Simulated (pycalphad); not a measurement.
An equivalent pycalphad script:

```python
from pycalphad import Database, equilibrium, calculate, variables as v
import numpy as np
db = Database('COST507.tdb')
comps = ['CU', 'SI', 'VA']
phases = ['BCC_A2', 'CU19SI6_ETA', 'CU33SI7_DELTA', 'CU4SI_EPSILON', 'CU56SI11_GAMMA', 'DIAMOND_A4', 'FCC_A1', 'HCP_A3', 'LIQUID']
eq = equilibrium(db, comps, phases, {v.X('SI'): 0.617, v.T: np.arange(2350, 499, -100), v.P: 101325, v.N: 1}, output=['HM', 'SM'])
```

All values are pycalphad results on the COST 507 light-alloy database (1999) (1 atm), not direct measurements. The database dates from 1999; later assessments differ in places, in temperatures and in the compounds included. Amounts are mole fractions of atoms. Diffusion is slow at the low end, where real alloys seldom reach equilibrium.

Results at three of the temperatures:

```
T = 1750.00 K, P = 101325 Pa, N = 1 mol of atoms
G = -99479 J/mol, H = 68259 J/mol, S = 95.85 J/(mol K)  (SER reference)
chemical potentials (J/mol): Cu -124909, Si -83694
phase             fraction      x(Cu)      x(Si)
LIQUID              1.0000     0.3830     0.6170
```

```
T = 1250.00 K, P = 101325 Pa, N = 1 mol of atoms
G = -55343 J/mol, H = 35419 J/mol, S = 72.61 J/(mol K)  (SER reference)
chemical potentials (J/mol): Cu -75253, Si -42985
phase             fraction      x(Cu)      x(Si)
LIQUID              0.6515     0.5878     0.4122
DIAMOND_A4          0.3485       none     1.0000
```

```
T = 1050.00 K, P = 101325 Pa, N = 1 mol of atoms
G = -41912 J/mol, H = 20227 J/mol, S = 59.18 J/(mol K)  (SER reference)
chemical potentials (J/mol): Cu -56623, Si -32780
phase             fraction      x(Cu)      x(Si)
CU19SI6_ETA         0.5039     0.7600     0.2400
DIAMOND_A4          0.4961       none     1.0000
```

Changes of the phase set, refined by bisection:

| T (K) | phases above | phases below |
|---|---|---|
| 1433.5 | liquid | diamond (Si) + liquid |
| 1073.7 | diamond (Si) + liquid | CU19SI6_ETA + diamond (Si) |

Database names, with the compositions (at.%) that they take in these runs: CU19SI6_ETA: Cu 76 Si 24. DIAMOND_A4 is diamond (Si). An entry "none" or "no" means that the model of the phase leaves that element out. The hcp model here describes the intermediate κ phase of Cu-Si.
